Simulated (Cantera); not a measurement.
Input: 1 mol SiCl4, 0.58 mol HCl, 1.9 mol H2, 1.5 mol Cl2, held at 650000 Pa.

Method: chemical equilibrium by Gibbs-energy minimisation in Cantera with the NASA 1993 tables (ideal gas, pure condensed phases). Candidate condensed phases: Si; 19 gas species. Equilibrium is a limit: real reactors are often held back by kinetics, nucleation or transport.

At 500 K, list the 3 most abundant gas species with their mole fractions, and the condensed phases.

HCl 0.719, SiCl4 0.201, H2 0.0803. Condensed: gas only.
